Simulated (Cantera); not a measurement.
## CH4 + H2O + H2 (carbon deposition, reforming and gasification)

Input: 1 mol CH4, 0.039 mol H2O, 10 mol H2, at 2823 K and 2600000 Pa.

These are equilibrium values from Cantera (NASA tables, ideal gas, pure condensed phases), not measurements of a reactor. Candidate condensed phases: C, C6H6, C7H8, C8H18, H2O; 110 gas species. Rates play no part.

* **x(H2)**: 0.942
* **x(C2H2 (acetylene))**: 0.0339
* **x(H)**: 0.0169
* **x(CO)**: 0.00321
* **x(CH4)**: 0.00220
* **x(CH3)**: 0.000654
* **x(C4H2)**: 0.000509
* **x(C2H4)**: 0.000220
* **x(C2H)**: 7.96e-5
* **n(C(graphite))**: 0.0632 mol
* **gas amount**: 12.15 mol
